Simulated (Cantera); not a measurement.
Input: 1 mol SiHCl3, 0.16 mol CH4, 380 mol H2, equilibrated at 9.80 mbar.

These are equilibrium values from Cantera (NASA tables, ideal gas, pure condensed phases), not measurements of a reactor. Candidate condensed phases: C, C6H6, C7H8, C8H18, Si, SiC; 109 gas species. The tables' values for SiCl are old estimates; treat these amounts as uncertain. Gases not in the tables: Si2H6 and higher silanes. Kinetics and transport are ignored. All values below are at 1877 °C.

Base state: H2 0.948, H 0.0415, HCl 0.00738, Si 0.00229, Cl 0.000236, C2H2 (acetylene) 0.000168, SiH 0.000108, Si2C 3.71e-5 (mole fractions); condensed: gas only.

**Question.** What changes in the equilibrium state with this change: SiHCl3 replaced by (CH3)2SiCl2?

**Answer.** 
```
species             before     after
----------------  --------  --------
H2                   0.948     0.949
H                   0.0415    0.0415
HCl                0.00738   0.00490
C2H2 (acetylene)  0.000168   0.00184
Si                 0.00229   0.00204
SiC2               1.66e-5  0.000162
Si2C               3.71e-5   9.77e-5
SiCl2              1.17e-5   4.58e-6
SiCl               2.60e-5   1.54e-5
Cl                0.000236  0.000157
C(graphite), mol         0     0.541
```
The feed counts by its element totals alone.
